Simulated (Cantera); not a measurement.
Input (Python, Cantera) and output of one run.

```python
import numpy as np
import cantera as ct

gas_names = """
    C CH CH2 CH3 CH2OH CH3O CH4 CH3OH CN CO CO2 COOH C2 C2H CHCO,ketyl C2H2,acetylene C2H2,vinylidene
    CH2CO,ketene C2H3,vinyl CH3CN CH3CO,acetyl C2H4 C2H4O,ethylen CH3CHO,ethanal CH3COOH (HCOOH)2 C2H5
    C2H6 CH3OCH3 C2H5OH CCN CNC C2N2 C2O C3 C3H3,propargyl C3H4,allene C3H4,propyne C3H4,cyclo-
    C3H5,allyl C3H6,propylene C3H6,cyclo- C3H6O C3H7,n-propyl C3H7,i-propyl C3H8 C3H8O,1propanol
    C3H8O,2propanol C3O2 C4 C4H2 C4H4,1,3-cyclo- C4H6,butadiene C4H6,2-butyne C4H6,cyclo- C4H8,1-butene
    C4H8,cis2-buten C4H8,tr2-butene C4H8,isobutene C4H8,cyclo- (CH3COOH)2 C4H9,n-butyl C4H9,i-butyl
    C4H9,s-butyl C4H9,t-butyl C4H10,isobutane C4H10,n-butane C4N2 C5 C5H6,1,3cyclo- C5H8,cyclo-
    C5H10,1-pentene C5H10,cyclo- C5H11,pentyl C5H11,t-pentyl C5H12,n-pentane C5H12,i-pentane
    CH3C(CH3)2CH3 C6H2 C6H5,phenyl C6H5O,phenoxy C6H6 C6H5OH,phenol C6H10,cyclo- C6H12,1-hexene
    C6H12,cyclo- C6H13,n-hexyl C7H7,benzyl C7H8 C7H8O,cresol C7H14,1-heptene C7H15,n-heptyl
    C7H16,n-heptane C8H8,styrene C8H10,ethylbenz C8H16,1-octene C8H17,n-octyl C8H18,isooctane
    C8H18,n-octane C9H19,n-nonyl C10H8,naphthale C10H21,n-decyl C12H9,o-bipheny C12H10,bipheny H HCN HCO
    HCCN HNC HNCO HNO HNO2 HNO3 HO2 H2 HCHO,formaldehy HCOOH H2O H2O2 N NCO NH NH2 NH3 NH2OH NO NO2 NO3
    N2 N2H2 N2H4 N2O O OH O2 O3
""".split()
cond_names = """
    C(gr) C6H6(L) C7H8(L) C8H18(L),n-octa H2O(s) H2O(L)
""".split()


def load(file, names, dense=False):
    # The tables refer to 1 bar. Condensed volumes are neglected.
    table = {s.name: s for s in ct.Species.list_from_file(file)}
    out = []
    for n in names:
        d = dict(table[n].input_data)
        d["thermo"] = dict(d["thermo"], **{"reference-pressure": 1e5})
        if dense:
            d["equation-of-state"] = {"model": "constant-volume", "density": "1e6 g/cm^3"}
        out.append(ct.Species.from_dict(d))
    return out


gas = ct.Solution(thermo="ideal-gas", species=load("nasa_gas.yaml", gas_names))
cond = {s.name: ct.Solution(thermo="fixed-stoichiometry", species=[s], name=s.name)
        for s in load("nasa_condensed.yaml", cond_names, dense=True)}
atoms = {
    'CO': {'C': 1, 'O': 1},
    'NH3': {'N': 1, 'H': 3},
    'N2': {'N': 2},
}
top_T = {'C(gr)': 4500}  # K; cautious upper limits of use, not melting points


def equilibrate(T, P, feed):
    n = {}
    for name, mol in feed.items():
        for a, k in atoms[name].items():
            n[a] = n.get(a, 0.0) + k * mol
    gas.TPX = T, P, n
    mass = sum(n.values()) * gas.mean_molecular_weight
    gas.equilibrate("TP")
    valid = [c for c in cond.values() if c.min_temp <= T <= top_T.get(c.name, c.max_temp)]
    mix = ct.Mixture([(gas, mass / gas.mean_molecular_weight)] + [(c, 0.0) for c in valid])
    mix.T, mix.P = T, P
    mix.equilibrate("TP", solver="vcs", rtol=1e-11, max_steps=5000)
    return mix


results = []
feed = {'CO': 1, 'NH3': 0.15, 'N2': 2.2}  # mol
P = 340000  # Pa
for T in [623, 673, 723, 773, 823, 873, 923, 973, 1023]:
    mix = equilibrate(T, P, feed)
    results.append((T, P, feed, dict(zip(mix.species_names, mix.species_moles))))

top = {s: max(r[3][s] / sum(r[3][g] for g in gas_names) for r in results) for s in gas_names}
cols = sorted((s for s in top if top[s] > 0.001), key=lambda s: -top[s])[:6]
seen = [c for c in cond_names if any(r[3].get(c, 0) > 1e-12 for r in results)]
print("log10 of partial pressures in bar; condensed amounts in mol")
print(f"{'T/K':>10s}" + "".join(f"{s[:9]:>10s}" for s in cols + seen))
for T, P, feed, n in results:
    ng = sum(n[g] for g in gas_names)
    print(f"{T:10.4g}" + "".join(f"{np.log10(max(n[s] / ng * P / 1e5, 1e-99)):10.3f}" for s in cols)
          + "".join(f"{n.get(c, 0):10.4g}" for c in seen))
```

It prints:

```
log10 of partial pressures in bar; condensed amounts in mol
       T/K        N2        CO       CO2       H2O        H2       CH4     C(gr)
       623     0.427    -2.762    -0.321    -0.661    -1.775    -1.842    0.5801
       673     0.426    -2.221    -0.318    -0.693    -1.508    -1.833    0.5715
       723     0.424    -1.756    -0.317    -0.737    -1.292    -1.857    0.5591
       773     0.420    -1.355    -0.322    -0.797    -1.120    -1.914    0.5394
       823     0.415    -1.011    -0.341    -0.874    -0.985    -2.001     0.507
       873     0.407    -0.720    -0.385    -0.974    -0.883    -2.115    0.4555
       923     0.396    -0.482    -0.465    -1.102    -0.808    -2.250    0.3804
       973     0.382    -0.300    -0.598    -1.261    -0.755    -2.401    0.2857
      1023     0.369    -0.173    -0.793    -1.455    -0.720    -2.564    0.1881
```

Cantera equilibrium calculation (NASA polynomials, part measured and part estimated; ideal gas, pure solids and liquids).
